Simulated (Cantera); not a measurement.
Charge: 1 mol Si3N4, 0.24 mol C, 4.2 mol H2, held at 0.000120 bar.

Cantera equilibrium calculation (NASA polynomials, part measured and part estimated; ideal gas, pure solids and liquids). Candidate condensed phases: C, C6H6, C7H8, C8H18, Si, SiC, Si3N4; 105 gas species. The tables' values for SiN are old estimates; treat these amounts as uncertain. Rates play no part.

Question: At 2302 °C, list the 7 most abundant gas species with their mole fractions, and the condensed phases.

Answer: H 0.578, Si 0.225, N2 0.152, H2 0.0334, SiC2 0.00599, CN 0.00194, HCN 0.00175. Condensed: gas only.
